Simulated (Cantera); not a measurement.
Charge: 1 mol Si, 0.25 mol CO2, a varied amount of N2, at 1577 °C and 53.0 Pa.

These are equilibrium values from Cantera (NASA tables, ideal gas, pure condensed phases), not measurements of a reactor. Candidate condensed phases: C, Si, SiC, SiO2, Si2N2O, Si3N4; 34 gas species. The numbers say what is thermodynamically allowed, not how fast it happens.

**Question.** Which condensed phases are stable at each of these points (n(N2) (mol)): 96, 110, 130, 140, 160, 190, 220, 250, 280, 330, 370, 430, 490?

**Answer.** 
| n(N2) (mol) | condensed phases | Si condensed (%) |
|---|---|---|
| 96 | SiC(s) | 6.0 |
| 110 | SiC(s) | 4.1 |
| 130 | SiC(s) | 1.8 |
| 140 | SiC(s) | 0.7 |
| 160 | gas only | 0.0 |
| 190 | gas only | 0.0 |
| 220 | gas only | 0.0 |
| 250 | gas only | 0.0 |
| 280 | gas only | 0.0 |
| 330 | gas only | 0.0 |
| 370 | gas only | 0.0 |
| 430 | gas only | 0.0 |
| 490 | gas only | 0.0 |

From 96 mol N2 to 140 mol N2 the condensed part is SiC(s). From 160 mol N2 to 490 mol N2 nothing is condensed.
